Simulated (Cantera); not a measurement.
Cantera run, input and output.

```python
import numpy as np
import cantera as ct

gas = ct.Solution("h2o2.yaml")
gas.TPX = 1000, 420, {'H2': 0.04, 'O2': 1}
reactor = ct.IdealGasConstPressureReactor(gas, energy="off", clone=False)
net = ct.ReactorNet([reactor])
net.rtol, net.atol = 1e-08, 1e-18
show = ['H2', 'O2', 'H2O2', 'H2O', 'OH']
times = np.geomspace(0.0008, 4, 12)

steps = ct.SolutionArray(gas, extra=["t"])
rows = []
print(f"{'t/s':>10s}{'T/K':>9s}{'P/Pa':>11s}" + "".join(f"{s:>11s}" for s in show))
for t in times:
    while net.time < t:
        t_next = net.step()
        steps.append(gas.state, t=t_next)
    rows.append([np.interp(t, steps.t, y) for y in (steps.T, steps.P, *steps(*show).X.T)])
    print(f"{t:10.3e}{rows[-1][0]:9.1f}{rows[-1][1]:11.4g}" + "".join(f"{x:11.3e}" for x in rows[-1][2:]))
rate = np.gradient(steps.T, steps.t)
print("integrator steps:", len(steps.t))
if steps.T.max() > steps.T[0] + 200:
    print(f"time of steepest temperature rise: {steps.t[rate.argmax()]:.4e} s")
gas.TPX = 1000, 420, {'H2': 0.04, 'O2': 1}
gas.equilibrate("TP")
print(f"equilibrium (TP): T = {gas.T:.1f} K  " + "  ".join(f"{s} {gas[s].X[0]:.3e}" for s in show))
```

Output:

```
       t/s      T/K       P/Pa         H2         O2       H2O2        H2O         OH
 8.000e-04   1000.0        420  3.846e-02  9.615e-01  4.497e-15  3.065e-11  3.907e-11
 1.735e-03   1000.0        420  3.846e-02  9.615e-01  2.121e-14  2.303e-10  1.414e-10
 3.764e-03   1000.0        420  3.846e-02  9.615e-01  1.006e-13  2.434e-09  9.201e-10
 8.164e-03   1000.0        420  3.846e-02  9.615e-01  5.330e-13  1.045e-07  3.364e-08
 1.771e-02   1000.0        420  3.816e-02  9.613e-01  2.336e-10  2.301e-04  7.243e-05
 3.841e-02   1000.0        420  1.231e-03  9.370e-01  3.328e-08  3.195e-02  1.734e-03
 8.331e-02   1000.0        420  4.551e-04  9.407e-01  1.890e-08  3.505e-02  1.135e-03
 1.807e-01   1000.0        420  2.908e-04  9.483e-01  2.017e-08  3.685e-02  9.031e-04
 3.920e-01   1000.0        420  1.307e-04  9.553e-01  2.126e-08  3.827e-02  6.002e-04
 8.502e-01   1000.0        420  3.991e-05  9.591e-01  2.060e-08  3.891e-02  3.299e-04
 1.844e+00   1000.0        420  9.493e-06  9.603e-01  1.700e-08  3.911e-02  1.619e-04
 4.000e+00   1000.0        420  2.124e-06  9.607e-01  1.157e-08  3.917e-02  7.765e-05
integrator steps: 1464
equilibrium (TP): T = 1000.0 K  H2 5.431e-11  O2 9.608e-01  H2O2 7.015e-12  H2O 3.922e-02  OH 4.149e-07
```

Model: the H2/O2 subset of GRI-Mech 3.0, which has no nitrogen chemistry, integrated in Cantera. Radical loss at walls, strong at low pressure, is not modelled. The temperature is held fixed by assumption; the heat of reaction is taken as removed at once.
